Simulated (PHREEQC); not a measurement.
A solution holds 0.00046 mol/kgw Ca(HCO3)2, 0.24 mol/kgw Na2SO4 and 0.25 mol/kgw NaCl, at 76 °C. Closed to the air; pH follows from the charge balance.

The numbers come from PHREEQC with the Pitzer model, pitzer.dat.

```json
[
 {"quantity": "pH", "before": "7.54", "after": "7.67"},
 {"quantity": "HCO3- (mol/kgw)", "before": "0.000886", "after": "0.000882"},
 {"quantity": "CO2 (mol/kgw)", "before": "2.31e-5", "after": "2.67e-5"},
 {"quantity": "CO3-2 (mol/kgw)", "before": "1.10e-5", "after": "1.17e-5"},
 {"quantity": "SI of Halite (NaCl)", "before": "-2.82", "after": "-3.13"}
]
```

Q: Which change was made?
A. Ca(HCO3)2 from 0.00046 to 0.0046 mol/kgw
B. Ca(HCO3)2 replaced by Li2CO3 at the same molality
C. Ca(HCO3)2 from 0.00046 to 0.00092 mol/kgw
D. Na2SO4 left out

A: D, Na2SO4 left out

This is a speciation only: nothing precipitates in the calculation. At this temperature some constants are extrapolated from 25 °C, and those without enthalpy data are left unchanged.
